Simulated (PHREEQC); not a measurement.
0.5 mol of Cu(OH)2 (Cu(OH)2) is brought to equilibrium with 1 kg of water holding 18 mmol/kgw KCl, with rising amounts of CaCl2, at 25 °C. Oxygen is held at 0.21 atm. The system is closed to CO2. Solids allowed: Cu(OH)2, Portlandite, Atacamite. Others were left out.

Computed with PHREEQC (ion-association model, wateq4f.dat).

```
CaCl2 added (mol)    pH  dissolved Cu (mol/kgw)  Atacamite (mol)
-----------------  ----  ----------------------  ---------------
0                  8.14                 9.16e-6          1.45e-6
0.00208            8.22                 9.13e-6          1.87e-6
0.00417            8.29                 9.11e-6          2.30e-6
0.00625            8.35                 9.09e-6          2.74e-6
0.00833            8.40                 9.07e-6          3.17e-6
0.0104             8.44                 9.05e-6          3.61e-6
0.0125             8.48                 9.03e-6          4.06e-6
0.0146             8.52                 9.02e-6          4.52e-6
0.0167             8.55                 9.00e-6          4.98e-6
0.0187             8.58                 8.99e-6          5.43e-6
0.0208             8.61                 8.97e-6          5.90e-6
0.0229             8.63                 8.96e-6          6.38e-6
0.025              8.66                 8.95e-6          6.86e-6
```

The database's constant for dissolved Cu(OH)2 is higher than later reviews accept.
